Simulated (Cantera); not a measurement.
Thermodynamics of carbothermic reduction, feed TiO₂ + CH₄ + H₂

A closed system holds: 1 mol TiO₂, 3.4 mol CH₄, 0.22 mol H₂, held at 1425 K and 0.000650 bar.

Method: chemical equilibrium by Gibbs-energy minimisation in Cantera with the NASA 1993 tables (ideal gas, pure condensed phases). Candidate condensed phases: C, C₆H₆, C₇H₈, C₈H₁₈, H₂O, Ti, TiC, TiO, TiO₂, Ti₂O₃, Ti₃O₅, Ti₄O₇; 113 gas species. TiC: taken at fixed stoichiometry. The numbers say what is thermodynamically allowed, not how fast it happens.

```json
{
  "x(H₂)": "0.778",
  "x(CO)": "0.222",
  "x(H)": "0.000236",
  "x(C₂H₂ (acetylene))": "2.74e-6",
  "x(CH₄)": "1.48e-6",
  "n(C(graphite))": "0.400 mol",
  "n(TiC(s))": "1.00 mol",
  "gas_amount": "9.021 mol",
  "log10 activity of Ti(β) (absent)": "-6.12",
  "log10 activity of Ti₂O₃(s) (absent)": "-8.37",
  "log10 activity of Ti₃O₅(s) (absent)": "-13.89"
}
```
